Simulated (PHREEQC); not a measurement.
0.042 g of hydrous ferric oxide (600 m²/g; 0.2 weak and 0.005 strong sites per Fe, Dzombak-Morel constants, diffuse double layer) in 1 kg of water with 0.005 mol/kgw of an inert sodium salt, at 25 °C; the pH is set by adding NaOH or the inert anion's acid. Oxygen alone is held at its pressure in air (log pO2 = -0.68). The system is closed to CO2. No solid was allowed to form.

Equilibrium calculation in PHREEQC: ion-association model, wateq4f.dat.

```tsv
pH	surface charge σ (C/m²)	surface potential ψ (mV)
3	0.302	215
3.5	0.242	207
4	(withheld)	194
5	0.090	158
5.5	0.059	137
6	0.038	114
6.5	0.023	(withheld)
7.5	0.006	(withheld)
8	(withheld)	6
8.5	-0.004	-22
9	-0.009	(withheld)
10	-0.030	-103
10.5	-0.050	-127
11	-0.081	-148
```

### Question
Some entries are withheld; supply them.

### Answer

- 4, surface charge σ (C/m²): 0.182
- 6.5, surface potential ψ (mV): 89
- 7.5, surface potential ψ (mV): 34
- 8, surface charge σ (C/m²): 0.001
- 9, surface potential ψ (mV): -50

The oxide is taken as insoluble; below pH 4 it would dissolve.
